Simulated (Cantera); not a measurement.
Charge: 1 mol Si(CH₃)₄, 2.8 mol HCl, 1100 mol H₂, equilibrated at 2300 K and 0.00133 bar.

These are equilibrium values from Cantera (NASA tables, ideal gas, pure condensed phases), not measurements of a reactor. Candidate condensed phases: C, C₆H₆, C₇H₈, C₈H₁₈, Si, SiC; 109 gas species. The numbers say what is thermodynamically allowed, not how fast it happens.

Base state: H₂ 0.764, H 0.232, HCl 0.00183, C₂H₂ (acetylene) 0.00151, Si 0.000739, Cl 0.000400, SiC₂ 4.68e-5, C₂H 2.07e-5 (mole fractions); condensed: gas only.

**Question.** What changes in the equilibrium state with this change: temperature from 2300 K to 1750 K?

**Answer.** 
```
species             before     after
----------------  --------  --------
H₂                   0.764     0.991
H                    0.232   0.00634
HCl                0.00183   0.00250
C₂H₂ (acetylene)   0.00151  0.000114
Si                0.000739   2.14e-5
C₂H                2.07e-5   5.13e-9
SiC₂               4.68e-5   2.31e-7
Cl                0.000400   1.24e-5
C(graphite), mol         0      2.77
SiC(s), mol              0     0.973
```
